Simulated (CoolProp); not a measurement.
Vapour-liquid equilibrium of R152A (1) + methanol (2) at 0.724 bar; x and y are mole fractions of (1).

The numbers come from the multi-fluid Helmholtz-energy mixture model, Outcalt 1996 and de Reuck 1993; pair parameters Bell 2016 in CoolProp.

Problem. Give the bubble temperature and the first vapour's composition at x = 0.15, 0.35, 0.45. Is there an azeotrope?

Solution. x = 0.15: 256.8 K, y = 0.982; x = 0.35: 251.6 K, y = 0.988; x = 0.45: 250.7 K, y = 0.989. No azeotrope shows between x = 0.05 and 0.95.

The pair parameters rest on a limited set of measurements; away from them the model extrapolates. With so large a gap from Raoult's law the liquid may split in two, which this calculation doesn't test in full.
